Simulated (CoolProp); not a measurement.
A Linde-Hampson liquefier for carbon monoxide: isothermal reversible compression at 250 K from 1 atm to 40 MPa, throttling to 1 atm, return gas leaving the recuperator 5 K below the feed. Each further row changes one setting.

Model: reference Helmholtz-energy equation of state, Lemmon 2006, in CoolProp. It is a short technical equation, of lower accuracy than the large ones.

| case | liquid yield per pass | compression work (kJ/kg of gas) |
|---|---|---|
| as stated | [?] | 440 |
| high pressure 80 MPa | [?] | [?] |
| warm-end temperature 280 K | 0.117 | 500 |
| warm-end gap 10 K | 0.149 | 440 |

Task: Some entries are withheld; supply them.

Result: 
- as stated, liquid yield per pass: 0.161
- high pressure 80 MPa, liquid yield per pass: 0.113
- high pressure 80 MPa, compression work (kJ/kg of gas): 517
